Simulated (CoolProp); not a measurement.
Vapour-liquid equilibrium of ethanol (1) + p-xylene (2) at 427.6 K; x and y are mole fractions of (1).

The numbers come from the multi-fluid Helmholtz-energy mixture model, Schroeder 2014 and Zhou 2012; pair parameters Bell 2016 in CoolProp.

Question: Give the bubble pressure and the first vapour's composition at x = 0.05, 0.45, 0.75. Is there an azeotrope?

Answer: x = 0.05: 317.3 kPa, y = 0.515; x = 0.45: 767.0 kPa, y = 0.822; x = 0.75: 926.9 kPa, y = 0.899. No azeotrope shows between x = 0.05 and 0.95.

Pair parameters are fitted to limited data, so mixtures are less certain than the pure fluids. With so large a gap from Raoult's law the liquid may split in two, which this calculation doesn't test in full.
